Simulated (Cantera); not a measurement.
A Cantera script and what it prints.

```python
import numpy as np
import cantera as ct

gas_names = [...]  # 131 gases of nasa_gas.yaml made of C, H, O
cond_names = """
    C(gr) C6H6(L) C7H8(L) C8H18(L),n-octa H2O(s) H2O(L)
""".split()


# ... load() reads the species with a 1 bar reference pressure and builds the phases ...
atoms = {
    'C2H5OH': {'C': 2, 'H': 6, 'O': 1},
    'H2O': {'H': 2, 'O': 1},
    'H2': {'H': 2},
}
top_T = {'C(gr)': 4500}  # K; cautious upper limits of use, not melting points


# ... equilibrate(T, P, feed) seeds the gas with the atoms and calls Mixture.equilibrate('TP', solver="vcs", rtol=1e-11, max_steps=5000) ...
results = []
feed = {'C2H5OH': 1, 'H2O': 0.55, 'H2': 1.4}  # mol
P = 2200000  # Pa
for T in [2000, 2250, 2500, 2750, 3000, 3250, 3500, 3750, 4000, 4250, 4500, 4750, 5000]:
    mix = equilibrate(T, P, feed)
    results.append((T, P, feed, dict(zip(mix.species_names, mix.species_moles))))
    x = sorted(zip(gas.X, gas.species_names), reverse=True)
    print(f"T = {T:g} K  P = {P:g} Pa  gas = {mix.phase_moles(0):.4g} mol")
    print("   x: " + "  ".join(f"{s} {v:.3e}" for v, s in x if v > 1e-06))
    print("   condensed (mol): " + ("  ".join(f"{mix.phase(i).name} {mix.phase_moles(i):.4g}"
          for i in range(1, mix.n_phases) if mix.phase_moles(i) > 1e-12) or "none"))
```

Output:

```
T = 2000 K  P = 2.2e+06 Pa  gas = 6.463 mol
   x: H2 7.539e-01  CO 2.393e-01  CH4 5.307e-03  C2H2,acetylene 5.792e-04  H2O 4.652e-04  H 3.010e-04  C2H4 6.470e-05  CH3 4.195e-05  CO2 3.221e-05  HCHO,formaldehy 1.626e-06
   condensed (mol): C(gr) 0.4103
T = 2250 K  P = 2.2e+06 Pa  gas = 6.483 mol
   x: H2 7.539e-01  CO 2.389e-01  CH4 2.959e-03  C2H2,acetylene 2.524e-03  H 1.375e-03  H2O 1.927e-04  CH3 1.024e-04  C2H4 8.160e-05  CO2 1.121e-05  C4H2 3.450e-06  C3H4,propyne 1.999e-06  HCHO,formaldehy 1.601e-06  HCO 1.561e-06  C2H3,vinyl 1.338e-06  C3H3,propargyl 1.067e-06
   condensed (mol): C(gr) 0.3975
T = 2500 K  P = 2.2e+06 Pa  gas = 6.501 mol
   x: H2 7.467e-01  CO 2.383e-01  C2H2,acetylene 8.077e-03  H 4.632e-03  CH4 1.840e-03  CH3 2.053e-04  C2H4 9.642e-05  H2O 9.515e-05  C4H2 3.609e-05  C2H2,vinylidene 6.295e-06  C3H3,propargyl 6.187e-06  C2H3,vinyl 5.989e-06  CO2 4.899e-06  C3H4,propyne 4.818e-06  C2H 3.598e-06  HCO 3.482e-06  CH2 2.637e-06  C3H4,allene 2.086e-06  HCHO,formaldehy 1.577e-06  CH2CO,ketene 1.335e-06
   condensed (mol): C(gr) 0.3296
T = 2750 K  P = 2.2e+06 Pa  gas = 6.53 mol
   x: H2 7.277e-01  CO 2.373e-01  C2H2,acetylene 2.047e-02  H 1.244e-02  CH4 1.217e-03  CH3 3.520e-04  C4H2 2.396e-04  C2H4 1.067e-04  H2O 5.280e-05  C2H 4.059e-05  C2H2,vinylidene 3.432e-05  C3H3,propargyl 2.521e-05  C2H3,vinyl 1.977e-05  CH2 1.331e-05  C3H4,propyne 9.533e-06  HCO 6.649e-06  C3H4,allene 4.273e-06  C6H2 2.959e-06  CO2 2.514e-06  CH2CO,ketene 1.711e-06  HCHO,formaldehy 1.536e-06
   condensed (mol): C(gr) 0.1628
T = 3000 K  P = 2.2e+06 Pa  gas = 6.586 mol
   x: H2 7.023e-01  CO 2.353e-01  C2H2,acetylene 3.178e-02  H 2.821e-02  CH4 7.219e-04  C4H2 6.000e-04  CH3 4.594e-04  C2H 2.194e-04  C2H2,vinylidene 1.002e-04  C2H4 8.206e-05  C3H3,propargyl 4.906e-05  CH2 4.291e-05  C2H3,vinyl 3.794e-05  H2O 3.748e-05  C6H2 1.202e-05  HCO 1.128e-05  C3H4,propyne 1.014e-05  C3 8.798e-06  C3H4,allene 4.676e-06  CH 3.469e-06  C 1.965e-06  CH2CO,ketene 1.767e-06  CO2 1.696e-06  HCHO,formaldehy 1.482e-06  C2O 1.303e-06  C2 1.048e-06
   condensed (mol): none
T = 3250 K  P = 2.2e+06 Pa  gas = 6.686 mol
   x: H2 6.783e-01  CO 2.318e-01  H 5.637e-02  C2H2,acetylene 3.095e-02  C2H 6.139e-04  C4H2 5.895e-04  CH3 4.687e-04  CH4 3.814e-04  C2H2,vinylidene 1.657e-04  CH2 9.409e-05  C3H3,propargyl 4.734e-05  C2H3,vinyl 4.404e-05  C2H4 4.401e-05  C3 3.796e-05  H2O 3.391e-05  HCO 1.748e-05  CH 1.504e-05  C 1.267e-05  C6H2 1.199e-05  C2 6.607e-06  C3H4,propyne 5.871e-06  C2O 3.199e-06  C3H4,allene 2.776e-06  CH2CO,ketene 1.478e-06  CO2 1.470e-06  HCHO,formaldehy 1.426e-06  OH 1.117e-06
   condensed (mol): none
T = 3500 K  P = 2.2e+06 Pa  gas = 6.848 mol
   x: H2 6.402e-01  CO 2.263e-01  H 1.007e-01  C2H2,acetylene 2.918e-02  C2H 1.446e-03  C4H2 5.541e-04  CH3 4.547e-04  C2H2,vinylidene 2.447e-04  CH4 2.098e-04  CH2 1.780e-04  C3 1.300e-04  C 6.221e-05  CH 5.185e-05  C2H3,vinyl 4.753e-05  C3H3,propargyl 4.342e-05  C2 3.160e-05  H2O 3.020e-05  HCO 2.484e-05  C2H4 2.424e-05  C6H2 1.132e-05  C2O 6.807e-06  C3H4,propyne 3.438e-06  OH 2.188e-06  C5 1.847e-06  C3H4,allene 1.661e-06  HCHO,formaldehy 1.331e-06  CO2 1.289e-06  CH2CO,ketene 1.219e-06
   condensed (mol): none
T = 3750 K  P = 2.2e+06 Pa  gas = 7.093 mol
   x: H2 5.862e-01  CO 2.184e-01  H 1.636e-01  C2H2,acetylene 2.610e-02  C2H 2.906e-03  C4H2 4.821e-04  CH3 4.130e-04  C3 3.624e-04  C2H2,vinylidene 3.216e-04  CH2 2.936e-04  C 2.439e-04  CH 1.470e-04  C2 1.194e-04  CH4 1.154e-04  C2H3,vinyl 4.681e-05  C3H3,propargyl 3.672e-05  HCO 3.259e-05  H2O 2.632e-05  C2H4 1.311e-05  C2O 1.277e-05  C6H2 9.669e-06  C5 5.153e-06  OH 3.844e-06  C4 2.476e-06  C3H4,propyne 1.939e-06  HCHO,formaldehy 1.193e-06  CO2 1.137e-06  CHCO,ketyl 1.041e-06
   condensed (mol): none
T = 4000 K  P = 2.2e+06 Pa  gas = 7.441 mol
   x: H2 5.170e-01  H 2.443e-01  CO 2.082e-01  C2H2,acetylene 2.146e-02  C2H 4.957e-03  C3 8.198e-04  C 7.855e-04  CH2 4.212e-04  C2H2,vinylidene 3.687e-04  C4H2 3.673e-04  C2 3.626e-04  CH 3.478e-04  CH3 3.438e-04  CH4 6.101e-05  C2H3,vinyl 4.079e-05  HCO 3.968e-05  C3H3,propargyl 2.731e-05  H2O 2.248e-05  C2O 2.123e-05  C5 1.109e-05  C6H2 6.893e-06  C4 6.780e-06  C2H4 6.610e-06  OH 6.211e-06  O 1.649e-06  CHCO,ketyl 1.216e-06  HCHO,formaldehy 1.018e-06  CO2 1.016e-06
   condensed (mol): none
T = 4250 K  P = 2.2e+06 Pa  gas = 7.9 mol
   x: H2 4.364e-01  H 3.382e-01  CO 1.961e-01  C2H2,acetylene 1.559e-02  C2H 7.044e-03  C 2.107e-03  C3 1.470e-03  C2 8.819e-04  CH 6.907e-04  CH2 5.214e-04  C2H2,vinylidene 3.580e-04  CH3 2.560e-04  C4H2 2.281e-04  HCO 4.506e-05  C2O 3.128e-05  C2H3,vinyl 3.025e-05  CH4 2.979e-05  H2O 1.901e-05  C5 1.741e-05  C3H3,propargyl 1.686e-05  C4 1.380e-05  OH 9.482e-06  O 4.070e-06  C6H2 3.696e-06  C2H4 2.944e-06  CHCO,ketyl 1.273e-06
   condensed (mol): none
T = 4500 K  P = 2.2e+06 Pa  gas = 8.458 mol
   x: H 4.368e-01  H2 3.512e-01  CO 1.831e-01  C2H2,acetylene 9.691e-03  C2H 8.194e-03  C 4.752e-03  C3 2.040e-03  C2 1.710e-03  CH 1.154e-03  CH2 5.523e-04  C2H2,vinylidene 2.868e-04  CH3 1.671e-04  C4H2 1.085e-04  HCO 4.808e-05  C2O 4.085e-05  C4 2.015e-05  C5 1.890e-05  C2H3,vinyl 1.849e-05  H2O 1.612e-05  OH 1.405e-05  CH4 1.303e-05  O 9.561e-06  C3H3,propargyl 8.215e-06  C6H2 1.361e-06  CHCO,ketyl 1.186e-06  C2H4 1.108e-06
   condensed (mol): none
T = 4750 K  P = 2.2e+06 Pa  gas = 9.076 mol
   x: H 5.304e-01  H2 2.695e-01  CO 1.706e-01  C 9.117e-03  C2H 7.770e-03  C2H2,acetylene 5.076e-03  C2 2.653e-03  C3 2.176e-03  CH 1.634e-03  CH2 5.014e-04  C2H2,vinylidene 1.880e-04  CH3 9.506e-05  HCO 4.875e-05  C2O 4.766e-05  C4H2 3.841e-05  O 2.199e-05  C4 2.086e-05  OH 2.063e-05  C5 1.388e-05  H2O 1.388e-05  C2H3,vinyl 9.192e-06  CH4 5.037e-06  C3H3,propargyl 3.093e-06  Electron 1.054e-06
   condensed (mol): none
T = 5000 K  P = 2.2e+06 Pa  gas = 9.694 mol
   x: H 6.107e-01  H2 1.984e-01  CO 1.597e-01  C 1.507e-02  C2H 6.047e-03  C2 3.329e-03  C2H2,acetylene 2.243e-03  CH 1.985e-03  C3 1.793e-03  CH2 3.941e-04  C2H2,vinylidene 1.013e-04  O 5.060e-05  C2O 5.025e-05  HCO 4.758e-05  CH3 4.747e-05  OH 3.062e-05  C4 1.539e-05  H2O 1.231e-05  C4H2 1.008e-05  C5 6.903e-06  C2H3,vinyl 3.740e-06  Electron 2.289e-06  CH4 1.729e-06  CO2 1.028e-06  HCO+ 1.024e-06  C+ 1.013e-06
   condensed (mol): none
```

Equilibrium computed with Cantera from the NASA thermochemical tables; the gas is ideal and each condensed phase is pure.
